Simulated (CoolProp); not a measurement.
A closed Brayton cycle with carbon dioxide: compressor inlet 306.15 K and 8.5 MPa, high pressure 25.1 MPa, turbine inlet 775 K, compressor efficiency 0.8, turbine efficiency 0.85, recuperator effectiveness 0.8 (on enthalpy, no pinch check). Each further row changes one setting.

Model: reference Helmholtz-energy equation of state, Span 1996, in CoolProp.

```tsv
case	thermal efficiency (%)	net work (kJ/kg)	compressor to turbine work	compressor exit (K)	turbine exit (K)
as stated	28.3	95.5	0.23	336.7	656.9
turbine inlet 725 K	27.1	86.0	0.25	336.7	611.0
compressor inlet 316.15 K	26.6	74.6	0.40	393.9	656.9
high pressure 21.3 MPa	26.3	84.4	0.21	331.1	674.3
recuperator effectiveness 0.5	21.0	95.5	0.23	336.7	656.9
```
